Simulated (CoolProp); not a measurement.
Saturation properties of carbon dioxide.

Computed with CoolProp (reference Helmholtz-energy equation of state, Span 1996).

| T (K) | p (kPa) | vapour density (kg/m³) | enthalpy of vaporisation (kJ/kg) | liquid viscosity (µPa s) |
|---|---|---|---|---|
| 222.3 | 659.1 | 17.34 | 341.1 | 230 |
| 226.1 | 767.9 | 20.09 | 334.8 | 216 |
| 230 | 892.9 | 23.27 | 328.0 | 203 |
| 233.8 | 1029 | 26.74 | 321.2 | 191 |
| 237.6 | 1179 | 30.62 | 314.2 | 179 |
| 241.4 | 1346 | 34.94 | 306.9 | 169 |
| 245.3 | 1534 | 39.90 | 299.2 | 158 |
| 249.1 | 1735 | 45.28 | 291.3 | 149 |
| 252.9 | 1954 | 51.28 | 283.0 | 140 |
| 256.7 | 2194 | 57.97 | 274.3 | 132 |
| 260.6 | 2461 | 65.66 | 265.0 | 124 |
| 264.4 | 2744 | 74.05 | 255.4 | 116 |
| 268.2 | 3050 | 83.49 | 245.2 | 109 |
| 272 | 3380 | 94.15 | 234.3 | 102 |
| 275.9 | 3746 | 106.6 | 222.3 | 95.7 |

Viscosity comes from a separate model (Laesecke 2017).
